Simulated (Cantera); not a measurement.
A closed system holds: 1 mol CH4, 0.22 mol CO2, 52 mol H2, equilibrated at 1698 K.

Equilibrium computed with Cantera from the NASA thermochemical tables; the gas is ideal and each condensed phase is pure. Candidate condensed phases: C, C6H6, C7H8, C8H18, H2O; 110 gas species. The ideal-gas law is rough above about 30 bar. Equilibrium is a limit: real reactors are often held back by kinetics, nucleation or transport.

x: gas mole fraction; n: condensed amount in mol.

| P (Pa) | x H2 | x CH4 | x H | x CO | x H2O | x C2H2 (acetylene) | n C(graphite) |
|---|---|---|---|---|---|---|---|
| 10 | 0.978 | 1.05e-7 | 0.0143 | 0.00802 | 3.83e-10 | 7.04e-5 | 0.772 |
| 72 | 0.987 | ___ | ___ | 0.00806 | ___ | 7.11e-5 | 0.772 |
| 520 | 0.990 | 5.62e-6 | 0.00200 | 0.00807 | 2.03e-8 | 7.13e-5 | 0.772 |
| 3700 | 0.991 | 4.01e-5 | 0.000748 | 0.00808 | 1.45e-7 | 7.14e-5 | 0.770 |
| 27000 | 0.991 | 0.000293 | 0.000277 | 0.00808 | 1.06e-6 | 7.14e-5 | 0.756 |
| 190000 | 0.990 | 0.00205 | 0.000104 | 0.00809 | 7.42e-6 | 7.13e-5 | 0.660 |
| 1400000 | 0.977 | ___ | ___ | 0.00814 | ___ | 6.66e-5 | 0 |
| 10000000 | 0.975 | 0.0165 | 1.43e-5 | 0.00631 | 0.00191 | 1.73e-6 | 0 |

### Question
Fill in the missing entries.

### Answer

- 1400000, x CH4: 0.0144
- 1400000, x H: 3.82e-5
- 1400000, x H2O: 5.59e-5
- 72, x CH4: 7.73e-7
- 72, x H: 0.00535
- 72, x H2O: 2.79e-9
